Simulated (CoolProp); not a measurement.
Vapour-liquid equilibrium of hydrogen chloride (1) + propane (2) at -22.25 °C; x and y are mole fractions of (1).

Values from CoolProp's multi-fluid Helmholtz-energy mixture model, Thol 2018 and Lemmon 2009; pair parameters Bell 2016.

| x | bubble pressure (MPa) | y at the bubble point | dew pressure at overall composition x (MPa) | liquid density (mol/L) |
|---|---|---|---|---|
| 0.05 | 0.3513 | 0.367 | 0.2370 | 12.98 |
| 0.125 | 0.5207 | 0.587 | 0.2569 | 13.54 |
| 0.2 | 0.6648 | 0.688 | … | 14.13 |
| 0.275 | 0.7842 | 0.746 | 0.3084 | 14.78 |
| 0.35 | 0.8820 | 0.785 | … | 15.50 |
| 0.425 | 0.9624 | 0.812 | … | 16.29 |
| 0.5 | 1.030 | 0.834 | 0.4381 | 17.17 |
| 0.575 | 1.088 | 0.853 | 0.5080 | … |
| 0.65 | … | 0.872 | 0.6028 | 19.30 |
| 0.725 | 1.193 | 0.891 | … | 20.60 |
| 0.8 | 1.243 | 0.912 | 0.9258 | 22.12 |
| 0.875 | 1.295 | 0.939 | 1.151 | 23.91 |
| 0.95 | 1.346 | 0.972 | 1.314 | 26.02 |

**Question.** What belongs in the gaps?

**Answer.** 
- 0.2, dew pressure at overall composition x (MPa): 0.2804
- 0.35, dew pressure at overall composition x (MPa): 0.3425
- 0.425, dew pressure at overall composition x (MPa): 0.3846
- 0.575, liquid density (mol/L): 18.16
- 0.65, bubble pressure (MPa): 1.142
- 0.725, dew pressure at overall composition x (MPa): 0.7363

No azeotrope shows between x = 0.05 and 0.95.

The pair parameters rest on a limited set of measurements; away from them the model extrapolates.
